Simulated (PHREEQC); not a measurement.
1 kg of water holding 0.0095 mol/kgw NaCl, 0.055 mol/kgw Na2B4O7, 0.046 mol/kgw KCl, 0.011 mol/kgw Na2CO3 and 0.5 mol/kgw Na2SO4 is evaporated at 20 °C; the solids stay in contact with the brine. CO2 from the air is kept out. Only these solids could form: Arcanite, Burkeite, Glaserite, Halite, Kalicinite, Mirabilite, Misenite, Nahcolite, Natron, Sylvite, Thenardite, Trona, Borax, Boric_acid,s, KB5O8:4H2O, K2B4O7:4H2O, NaBO2:4H2O, NaB5O8:5H2O, Teepleite.

Model: Pitzer model, pitzer.dat, run in PHREEQC.

Question: Predict Thenardite (mol) at water left (kg) = 0.1561, 0.01567, 0.01567, 0.01567, 0.008674.

Answer: 
```csv
water left (kg),Thenardite (mol)
0.1561,0
0.01567,0.275
0.01567,0.327
0.01567,0.434
0.008674,0.457
```
